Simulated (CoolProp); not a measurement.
Vapour-liquid equilibrium of n-pentane (1) + benzene (2) at 40.05 °C; x and y are mole fractions of (1).

Model: multi-fluid Helmholtz-energy mixture model, Thol 2019 and Thol 2012; pair parameters Bell 2016, in CoolProp.

Give the bubble pressure and the first vapour's composition at x = 0.2, 0.8, 0.95. Is there an azeotrope?

x = 0.2: 0.05394 MPa, y = 0.621; x = 0.8: 0.1013 MPa, y = 0.927; x = 0.95: 0.1121 MPa, y = 0.981. No azeotrope shows between x = 0.05 and 0.95.

The pair parameters rest on a limited set of measurements; away from them the model extrapolates.
